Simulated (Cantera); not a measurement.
An isothermal, constant-pressure homogeneous reactor starts with C₃H₈ : H₂ = 1 : 46 (molar parts), at 1048 K and 0.00600 bar. Integrator tolerance rtol = 1e-08.

Cantera simulation using GRI-Mech 3.0 (53 species, 325 reactions); the numbers are that mechanism's predictions, not measurements. GRI-Mech 3.0 was tuned for natural gas; its chemistry of propane as a main component is partial and can be far from experiment. GRI-Mech 3.0 stops at C3 and has no aromatics, soot or wall deposition, so with more carbon than oxygen in the feed, carbon stays in small species such as C2H2 where larger ones or solid carbon would form. Radical loss at walls, strong at low pressure, is not modelled.

Question: What does this change do: temperature 1048 to 1950 K?

Answer: 
```tsv
quantity	before	after
x(C₃H₈) at 20.0 s	4.80e-7 (gas-phase equilibrium 6.96e-11)	<1e-12 (gas-phase equilibrium <1e-12)
x(H₂) at 20.0 s	0.958 (gas-phase equilibrium 0.937)	0.956 (gas-phase equilibrium 0.956)
x(C₂H₆) at 20.0 s	0.000127 (gas-phase equilibrium 1.12e-6)	5.56e-12 (gas-phase equilibrium 5.48e-12)
x(H) at 20.0 s	1.16e-6 (gas-phase equilibrium 9.72e-8)	0.0146 (gas-phase equilibrium 0.0146)
x(CH₄) at 20.0 s	0.0214 (gas-phase equilibrium 0.0631)	2.02e-5 (gas-phase equilibrium 2.00e-5)
```
